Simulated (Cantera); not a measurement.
**Silicon nitride deposition: SiHCl3 + NH3 + N2**

Feed: 1 mol SiHCl3, 43 mol NH3, 0.22 mol N2, equilibrated at 13.3 mbar.

Cantera equilibrium calculation (NASA polynomials, part measured and part estimated; ideal gas, pure solids and liquids). Candidate condensed phases: NH4Cl, Si, Si3N4; 28 gas species. The tables' values for SiCl, SiN are old estimates; treat these amounts as uncertain. Gases not in the tables: Si2H6 and higher silanes. Rates play no part.

| T (°C) | log p H2 | log p N2 | log p HCl | log p H | log p SiCl2 | n Si3N4(s) | n Si(l) |
|---|---|---|---|---|---|---|---|
| 1325 | -2.01 | -2.49 | -3.37 | -5.28 | -4.88 | 0.304 | 0 |
| 1375 | -2.01 | -2.49 | -3.39 | -5.06 | -4.66 | 0.285 | 0 |
| 1425 | -2.01 | -2.49 | -3.41 | -4.85 | -4.47 | 0.258 | 0 |
| 1475 | -2.02 | -2.48 | -3.44 | -4.65 | -4.35 | 0 | 0.682 |
| 1525 | -2.02 | -2.48 | -3.44 | -4.46 | -4.37 | 0 | 0.681 |
| 1575 | -2.02 | -2.48 | -3.43 | -4.28 | -4.39 | 0 | 0.666 |
| 1625 | -2.02 | -2.49 | -3.43 | -4.12 | -4.41 | 0 | 0.627 |
log p: log10 of the partial pressure in bar; n: condensed amount in mol.

From 1325 °C to 1425 °C the condensed part is Si3N4(s). From 1475 °C to 1625 °C the condensed part is Si(l). The main Si-bearing gas is SiCl2 throughout. The share of Si in condensed phases is highest at 1325 °C (91.2 %) and lowest at 1625 °C (62.7 %).
